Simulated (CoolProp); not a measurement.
A closed Brayton cycle with carbon dioxide: compressor inlet 305.15 K and 8.6 MPa, high pressure 19.9 MPa, turbine inlet 975 K, compressor efficiency 0.85, turbine efficiency 0.93, recuperator effectiveness 0.9 (on enthalpy, no pinch check). Each further row changes one setting.

The numbers come from the reference Helmholtz-energy equation of state, Span 1996 in CoolProp.

```tsv
case	thermal efficiency (%)	net work (kJ/kg)	compressor to turbine work	compressor exit (K)	turbine exit (K)
as stated	36.6	120	0.13	325.4	859.1
turbine inlet 925 K	35.7	___	___	325.4	813.1
compressor inlet 315.15 K	___	106	0.23	370.4	859.1
high pressure 16.9 MPa	33.3	99.0	___	320.9	881.0
recuperator effectiveness 0.5	20.3	120	0.13	325.4	859.1
```

Problem. Fill in the missing entries.

Solution. 
- turbine inlet 925 K, net work (kJ/kg): 112
- turbine inlet 925 K, compressor to turbine work: 0.14
- compressor inlet 315.15 K, thermal efficiency (%): 37.1
- high pressure 16.9 MPa, compressor to turbine work: 0.12
